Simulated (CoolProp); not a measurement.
Diethyl ether at several states: density (kg/m³) from the reference equation and from simpler models built on Tc = 194.7 °C, pc = 3717 kPa, ω = 0.282; each cubic takes its own stable root.

Model: reference Helmholtz-energy equation of state, Thol 2014, in CoolProp.

```tsv
T (°C)	p (kPa)	phase	reference
270.05	48.4	gas	0.7964
264.05	39.1	gas	0.6503
36.95	1180	liquid	695.5
29.15	360	liquid	703.4
237.55	1700	gas	33.91
162.25	202	gas	4.238
```

Question: How far does each simpler model (Soave-Redlich-Kwong, Peng-Robinson) lie from the reference over these 6 states: mean and median of the absolute difference, and the worst?

Answer: 
- Soave-Redlich-Kwong: mean 2.9 %, median 0.2 %, worst -8.6 % at 29.15 °C and 360 kPa
- Peng-Robinson: mean 1.4 %, median 0.8 %, worst +3.4 % at 36.95 °C and 1180 kPa
